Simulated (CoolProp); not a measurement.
Saturation properties of dodecamethylpentasiloxane (MD3M) (Tc = 354.9 °C, pc = 0.9540 MPa, ω = 0.730).

Values from CoolProp's reference Helmholtz-energy equation of state, Thol 2019.

```json
[
 {"T (°C)": "118.95", "p (MPa)": "0.002884", "vapour density (kg/m³)": "[?]", "liquid cp (kJ/(kg K))": "1.919", "surface tension (mN/m)": "11.6"},
 {"T (°C)": "139.65", "p (MPa)": "0.006832", "vapour density (kg/m³)": "0.7779", "liquid cp (kJ/(kg K))": "1.963", "surface tension (mN/m)": "10.4"},
 {"T (°C)": "160.35", "p (MPa)": "0.01450", "vapour density (kg/m³)": "1.591", "liquid cp (kJ/(kg K))": "2.006", "surface tension (mN/m)": "[?]"},
 {"T (°C)": "181.05", "p (MPa)": "0.02810", "vapour density (kg/m³)": "2.993", "liquid cp (kJ/(kg K))": "2.050", "surface tension (mN/m)": "7.95"},
 {"T (°C)": "201.75", "p (MPa)": "0.05049", "vapour density (kg/m³)": "5.267", "liquid cp (kJ/(kg K))": "2.095", "surface tension (mN/m)": "6.78"},
 {"T (°C)": "222.45", "p (MPa)": "0.08514", "vapour density (kg/m³)": "8.790", "liquid cp (kJ/(kg K))": "2.142", "surface tension (mN/m)": "5.65"},
 {"T (°C)": "243.15", "p (MPa)": "[?]", "vapour density (kg/m³)": "14.08", "liquid cp (kJ/(kg K))": "[?]", "surface tension (mN/m)": "4.57"},
 {"T (°C)": "263.75", "p (MPa)": "0.2080", "vapour density (kg/m³)": "21.88", "liquid cp (kJ/(kg K))": "2.245", "surface tension (mN/m)": "3.54"}
]
```

Problem. What belongs in the gaps?

Solution. 
- 118.95, vapour density (kg/m³): 0.3431
- 160.35, surface tension (mN/m): 9.15
- 243.15, p (MPa): 0.1362
- 243.15, liquid cp (kJ/(kg K)): 2.191

It boils at 229.9 °C under 1 atm.

Surface tension comes from a separate correlation (Mulero 2014), older than this fluid's equation and unchecked against measurements.
